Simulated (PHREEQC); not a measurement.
Solution (25 °C): 0.11 mol/kgw NaHSO4, 0.00077 mol/kgw Na2SO4 and 0.00017 mol/kgw KCl. Closed to the air; pH follows from the charge balance.

All values are PHREEQC results (ion-association model, phreeqc.dat), not measurements.

Each row changes one thing in this solution. Precipitation was switched off in this run.

```tsv
case	pH	ionic strength (mol/kgw)	Na+ (mol/kgw)	SO4-2 (mol/kgw)	NaSO4- (mol/kgw)	K+ (mol/kgw)	SI of Halite (NaCl)	SI of Sylvite (KCl)
as made	1.42	0.195	0.105	0.0422	0.00656	0.000157	-6.59	-8.76
diluted 2-fold with water	1.64	0.107	0.0533	0.0258	?	7.99e-5	-7.14	-9.31
temperature from 25 to 35 °C	1.45	0.188	0.105	0.0387	0.00637	0.000156	-6.60	-8.82
NaHSO4 from 0.11 to 0.099 mol/kgw	1.45	0.178	0.0949	0.0392	0.00569	0.000157	-6.63	-8.76
Na2SO4 from 0.00077 to 7.7e-05 mol/kgw	1.42	0.194	0.104	0.0418	0.00644	0.000157	-6.59	-8.76
Na2SO4 from 0.00077 to 0.000847 mol/kgw	1.42	0.196	0.105	0.0422	0.00657	0.000157	-6.59	-8.76
diluted 100-fold with water	3.02	0.00316	0.00111	0.00102	4.47e-6	1.69e-6	?	-12.50
Na2SO4 from 0.00077 to 0.000385 mol/kgw	1.42	0.195	0.104	0.0420	0.00649	0.000157	-6.59	-8.76
0.13 mol/kgw TMAH added	12.12	0.328	0.0994	0.0986	0.0121	0.000147	-6.65	-8.84
```

**Question.** What belongs in the gaps?

**Answer.** 
- diluted 2-fold with water, NaSO4- (mol/kgw): 0.00250
- diluted 100-fold with water, SI of Halite (NaCl): -10.35

(CH3)4N+ isn't in the database: it is added as a free cation with an ion size of 4 Å.
